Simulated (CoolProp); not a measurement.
Vapour-liquid equilibrium of p-xylene (1) + n-undecane (2) at 0.126 MPa; x and y are mole fractions of (1).

Computed with CoolProp (multi-fluid Helmholtz-energy mixture model, Zhou 2012 and Aleksandrov 2011; pair parameters Bell 2016).

```json
[
 {"x": "0.05", "bubble temperature, mixture model (K)": "473.4", "bubble temperature, Raoult's law (K)": "472.7", "y, mixture model": "0.140", "y, Raoult's law": "0.163"},
 {"x": "0.2", "bubble temperature, mixture model (K)": "460.9", "bubble temperature, Raoult's law (K)": "459.2", "y, mixture model": "0.458", "y, Raoult's law": "0.496"},
 {"x": "0.35", "bubble temperature, mixture model (K)": "450.3", "bubble temperature, Raoult's law (K)": "448.6", "y, mixture model": "0.663", "y, Raoult's law": "0.691"},
 {"x": "0.5", "bubble temperature, mixture model (K)": "441.3", "bubble temperature, Raoult's law (K)": "440.0", "y, mixture model": "0.797", "y, Raoult's law": "0.814"},
 {"x": "0.65", "bubble temperature, mixture model (K)": "433.7", "bubble temperature, Raoult's law (K)": "432.8", "y, mixture model": "0.886", "y, Raoult's law": "0.894"},
 {"x": "0.8", "bubble temperature, mixture model (K)": "427.1", "bubble temperature, Raoult's law (K)": "426.7", "y, mixture model": "0.947", "y, Raoult's law": "0.950"},
 {"x": "0.95", "bubble temperature, mixture model (K)": "421.5", "bubble temperature, Raoult's law (K)": "421.4", "y, mixture model": "0.989", "y, Raoult's law": "0.989"}
]
```

The largest gap from Raoult's law is +1.7 K in bubble temperature, at x = 0.35. No azeotrope shows between x = 0.05 and 0.95.

Pair parameters are fitted to limited data, so mixtures are less certain than the pure fluids.
